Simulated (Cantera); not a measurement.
Gas mixture: 100 % C3H8, at 0.650 bar, frozen composition.

Cantera's kinetic-theory transport with the Lennard-Jones parameters of GRI-Mech 3.0, ideal gas; thermal conductivity in the mixture-averaged form. The composition is frozen, though it would react at the higher temperatures.

One state of this run: ρ (kg/m³) = 0.287; cp (J/kg/K) = 4267; μ (µPa s) = 26.2; λ (mW/m/K) = 148; Pr = 0.752; D (cm²/s) H2O = 2.48; D (cm²/s) CH4 = 2.28; D (cm²/s) H = 12.1. D: mixture-averaged diffusion coefficient of that species in the mixture.

Problem. Which value of T (K) does it belong to?
A. 1400
B. 600
C. 1200
D. 1000

Solution. C, 1200
